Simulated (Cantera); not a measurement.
## Carbon deposition, reforming and gasification: acetone + CO2 + NH3

Charge: 1 mol acetone, 0.042 mol CO2, a varied amount of NH3, equilibrated at 1798.15 K and 4800 Torr.

These are equilibrium values from Cantera (NASA tables, ideal gas, pure condensed phases), not measurements of a reactor. Candidate condensed phases: C, C6H6, C7H8, C8H18, H2O; 136 gas species. The feed counts by its element totals alone. Equilibrium is a limit: real reactors are often held back by kinetics, nucleation or transport.

```tsv
n(NH3) (mol)	log p H2	log p CO	log p N2	log p CH4	log p HCN	n C(graphite)
0.015	0.67	0.23	-1.96	-1.77	-2.86	1.95
0.027	0.67	0.23	-1.70	-1.77	-2.73	1.95
0.049	0.67	0.22	-1.44	-1.77	-2.60	1.95
0.088	0.67	0.21	-1.19	-1.77	-2.48	1.94
0.16	0.67	0.20	-0.94	-1.77	-2.35	1.94
0.29	0.67	0.17	-0.71	-1.77	-2.23	1.94
0.52	0.67	0.13	-0.49	-1.77	-2.13	1.94
0.93	0.67	0.07	-0.30	-1.77	-2.03	1.93
```
log p: log10 of the partial pressure in bar; n: condensed amount in mol.

From 0.015 mol NH3 to 0.93 mol NH3 the condensed part is C(graphite). The main C-bearing gas is CO throughout.
